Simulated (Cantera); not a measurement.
A perfectly stirred reactor is fed with CO : H2 : O2 : N2 = 1 : 0.22 : 0.836 : 3.14 (molar parts), equivalence ratio 0.73, at 1.00 bar; it is adiabatic with a 448 K inlet, and is followed from long to short residence time, starting on the burning branch (τ in s: 0.033, 0.017, 0.0089, 0.0046, 0.0024, 0.0012, 0.00064, 0.00033, 0.00017, 8.8e-05, 4.5e-05, 2.3e-05, 1.2e-05).

Computed with Cantera and GRI-Mech 3.0 (53 species, 325 reactions).

### Question
Predict: blow-out, bracketed by the residence times tried; x(CO) at τ = 33.0 ms; x(H2) at τ = 33.0 ms; x(O2) at τ = 33.0 ms; x(HO2) at τ = 33.0 ms; x(O) at τ = 33.0 ms; x(CO) at τ = 0.640 ms; x(H2) at τ = 0.640 ms; x(O2) at τ = 0.640 ms; x(HO2) at τ = 0.640 ms; x(O) at τ = 0.640 ms.

### Answer
```json
{
  "blow_out_bracketed_by_the_residence_times_tried": "burning at 0.170 ms, out at 88.0 µs",
  "x(CO) at τ = 33.0 ms": "0.0152",
  "x(H2) at τ = 33.0 ms": "0.000634",
  "x(O2) at τ = 33.0 ms": "0.0543",
  "x(HO2) at τ = 33.0 ms": "1.79e-6",
  "x(O) at τ = 33.0 ms": "0.00179",
  "x(CO) at τ = 0.640 ms": "0.0550",
  "x(H2) at τ = 0.640 ms": "0.00284",
  "x(O2) at τ = 0.640 ms": "0.0707",
  "x(HO2) at τ = 0.640 ms": "1.23e-5",
  "x(O) at τ = 0.640 ms": "0.0114"
}
```
